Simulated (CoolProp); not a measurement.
Hexamethyldisiloxane (MM) along the isotherm 564.7 K: Z from the reference equation and from simpler models built on Tc = 518.7 K, pc = 1931 kPa, ω = 0.418; each cubic takes its own stable root.

Model: reference Helmholtz-energy equation of state, Thol 2016, in CoolProp.

```tsv
p (kPa)	phase	reference
690	gas	0.9007
1380	gas	0.7912
2070	supercritical	0.6708
2760	supercritical	0.5374
3450	supercritical	0.4276
4140	supercritical	0.4079
4830	supercritical	0.4295
5520	supercritical	0.4619
6210	supercritical	0.4980
6900	supercritical	0.5358
7590	supercritical	0.5741
8280	supercritical	0.6128
8970	supercritical	0.6515
9660	supercritical	0.6901
```

Question: How far does each simpler model (van der Waals, Redlich-Kwong, Peng-Robinson) lie from the reference over these 14 states: mean and median of the absolute difference, and the worst?

Answer: 
- van der Waals: mean 17.3 %, median 22.4 %, worst +26.8 % at 564.7 K and 9660 kPa
- Redlich-Kwong: mean 4.4 %, median 4.2 %, worst -11.3 % at 564.7 K and 2760 kPa
- Peng-Robinson: mean 2.7 %, median 1.9 %, worst +7.7 % at 564.7 K and 4140 kPa
